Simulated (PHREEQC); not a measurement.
A column of 1 m (30 cells, dispersivity 0.035 m, 300 s a shift, diffusion coefficient 3e-10 m²/s) holds 0.0035 eq of the database's cation exchanger X per kg of pore water, first in equilibrium with 0.0017 mol/kgw CdCl2, 0.00081 mol/kgw MgCl2 and 1e-05 mol/kgw HCl. It is flushed with 0.45 mmol/kgw KCl, 1 mmol/kgw MgCl2 and 0.01 mmol/kgw HCl, at 40 °C. Values are for the last cell. No CO2 enters from the air. Precipitation was switched off in this run.

The series has 31 steps of pore volumes, from 0 to 5.017.

Model: ion-association model, phreeqc.dat, run in PHREEQC.

Problem. After how many pore volumes does K at the outlet first reach half of its feed value?

Solution. By 1.2 pore volumes.

Away from 25 °C the constants follow the database's enthalpies or fits; those with neither stay at their 25 °C values.
